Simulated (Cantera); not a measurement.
Input: 1 mol ZrO₂, 7.4 mol H₂, 0.43 mol H₂O, at 70000 Pa.

These are equilibrium values from Cantera (NASA tables, ideal gas, pure condensed phases), not measurements of a reactor. Candidate condensed phases: H₂O, Zr, ZrO₂; 12 gas species. Equilibrium is a limit: real reactors are often held back by kinetics, nucleation or transport.

Question: Which condensed phases are stable at each of these points (T (°C)): 1027, 1102, 1177, 1252, 1327, 1402, 1477, 1552, 1627, 1702, 1777, 1852, 1927?

Answer: 
```csv
T (°C),condensed phases,Zr condensed (%)
1027,ZrO₂(monoclinic),100.0
1102,ZrO₂(monoclinic),100.0
1177,ZrO₂(monoclinic),100.0
1252,ZrO₂(tetragonal),100.0
1327,ZrO₂(tetragonal),100.0
1402,ZrO₂(tetragonal),100.0
1477,ZrO₂(tetragonal),100.0
1552,ZrO₂(tetragonal),100.0
1627,ZrO₂(tetragonal),100.0
1702,ZrO₂(tetragonal),100.0
1777,ZrO₂(tetragonal),100.0
1852,ZrO₂(tetragonal),100.0
1927,ZrO₂(tetragonal),100.0
```

From 1027 °C to 1177 °C the condensed part is ZrO₂(monoclinic). From 1252 °C to 1927 °C the condensed part is ZrO₂(tetragonal).
